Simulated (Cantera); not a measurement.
An adiabatic, constant-pressure homogeneous reactor starts with 2.85 % C₃H₈, 19.5 % O₂, 73.6 % N₂, 3.99 % H₂O, equivalence ratio 0.73, at 1650 K and 500000 Pa.

Cantera simulation using GRI-Mech 3.0 (53 species, 325 reactions); the numbers are that mechanism's predictions, not measurements. GRI-Mech 3.0 was tuned for natural gas; its chemistry of propane as a main component is partial and can be far from experiment.

Task: Predict: time of steepest temperature rise; temperature at 0.800 s; equilibrium temperature; x(O₂) at 0.800 s; x(H₂O) at 0.800 s; x(H₂O₂) at 0.800 s; x(CO₂) at 0.800 s; x(NO) at 0.800 s.

Result: 
| Item | Value |
|---|---|
| time of steepest temperature rise | 8.57 µs |
| temperature at 0.800 s | 2755 K |
| equilibrium temperature | 2755 K |
| x(O₂) at 0.800 s | 0.0478 (gas-phase equilibrium 0.0478) |
| x(H₂O) at 0.800 s | 0.133 (gas-phase equilibrium 0.133) |
| x(H₂O₂) at 0.800 s | 7.54e-7 (gas-phase equilibrium 7.54e-7) |
| x(CO₂) at 0.800 s | 0.0649 (gas-phase equilibrium 0.0649) |
| x(NO) at 0.800 s | 0.0155 (gas-phase equilibrium 0.0155) |
